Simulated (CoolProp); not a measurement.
n-pentane along the isobar 2130 kPa: fugacity coefficient from the reference equation and from simpler models built on Tc = 196.5 °C, pc = 3368 kPa, ω = 0.251; each cubic takes its own stable root.

Values from CoolProp's reference Helmholtz-energy equation of state, Thol 2019.

| T (°C) | phase | reference | van der Waals | Redlich-Kwong | Soave-Redlich-Kwong | Peng-Robinson |
|---|---|---|---|---|---|---|
| -57.65 | liquid | ___ | 0.02850 | 0.001142 | 0.0003904 | 0.0004301 |
| -52.15 | liquid | 0.0006119 | 0.03393 | 0.001684 | 0.0005958 | 0.0006491 |
| -46.65 | liquid | 0.0009107 | ___ | 0.002425 | 0.0008880 | 0.0009576 |
| -41.15 | liquid | 0.001326 | 0.04685 | 0.003413 | 0.001295 | 0.001383 |
| -35.65 | liquid | 0.001890 | 0.05443 | 0.004708 | 0.001850 | 0.001959 |
| -30.15 | liquid | 0.002645 | 0.06278 | 0.006372 | 0.002593 | 0.002724 |
| -24.65 | liquid | 0.003635 | 0.07193 | 0.008476 | 0.003572 | 0.003725 |
| -19.15 | liquid | 0.004915 | ___ | 0.01109 | 0.004840 | 0.005014 |
| -13.65 | liquid | 0.006543 | 0.09275 | 0.01431 | 0.006459 | 0.006650 |
| -8.15 | liquid | 0.008587 | 0.1044 | 0.01820 | 0.008498 | 0.008698 |
| -2.65 | liquid | 0.01112 | 0.1170 | 0.02285 | 0.01103 | ___ |

Some entries are withheld; supply them.


- -57.65, reference: 0.0004014
- -46.65, van der Waals: 0.04003
- -19.15, van der Waals: 0.08192
- -2.65, Peng-Robinson: 0.01123
